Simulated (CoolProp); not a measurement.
A single-stage vapour-compression cycle with R227EA: evaporating at 228.15 K (dew point), condensing at 278.15 K (bubble point), superheat 8 K, subcooling 8 K, compressor efficiency 0.9, no pressure losses. Each further row changes one setting.

Computed with CoolProp (reference Helmholtz-energy equation of state, Lemmon 2016).

```csv
case,cooling COP,pressure ratio,discharge temperature (K),refrigerating effect (kJ/kg),volumetric capacity (kJ/m³)
as stated,3.44,9.66,282.4,104,223
evaporating temperature 233.15 K,4.02,7.30,282.1,107,299
condensing temperature 273.15 K,3.95,8.04,278.3,110,234
subcooling 13 K,3.62,9.66,282.4,110,234
superheat 18 K,3.51,9.66,292.6,111,228
compressor efficiency 0.8,3.06,9.66,286.9,104,223
```
